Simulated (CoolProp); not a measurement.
The fluid at 302.84 K and 0.471 MPa is throttled through a valve to 0.026 MPa with no heat exchange. The same conditions are run with several fluids, on thermodynamics alone (safety and materials aside).

Model: reference Helmholtz-energy equation of state of each fluid (benzene: Thol 2012; n-undecane: Aleksandrov 2011; trans-2-butene: Lemmon 2005; 1,2-dichloroethane: Thol 2015; propylene glycol: Eisenbach 2021), in CoolProp.

```csv
fluid,temperature change (K),final phase,final density (kg/m³)
benzene,+0.2,liquid,868
n-undecane,+0.2,liquid,733
trans-2-butene,-59.8,"two-phase, vapour fraction 0.308",2.38
"1,2-dichloroethane",+0.2,liquid,1240
propylene glycol,+0.1,liquid,1030
```
